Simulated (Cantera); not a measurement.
Input: 1 mol V, 6.3 mol NH₃, 2.1 mol N₂, held at 1825 °C and 0.00133 bar.

These are equilibrium values from Cantera (NASA tables, ideal gas, pure condensed phases), not measurements of a reactor. Candidate condensed phases: V, VN; 11 gas species. Condensed phases not in the tables: V₂N, N, O or C dissolved in the metal. Kinetics and transport are ignored.

Base state: H₂ 0.585, N₂ 0.343, H 0.0645, V 0.00709 (mole fractions); condensed: V(s).

Q: What changes in the equilibrium state with this change: temperature from 1825 °C to 1950 °C?

A: 
```json
[
 {"species": "H₂", "before": "0.585", "after": "0.517"},
 {"species": "N₂", "before": "0.343", "after": "0.322"},
 {"species": "H", "before": "0.0645", "after": "0.126"},
 {"species": "V", "before": "0.00709", "after": "0.0349"},
 {"species": "V(s), mol", "before": "0.892", "after": "0"},
 {"species": "V(l), mol", "before": "0", "after": "0.431"}
]
```
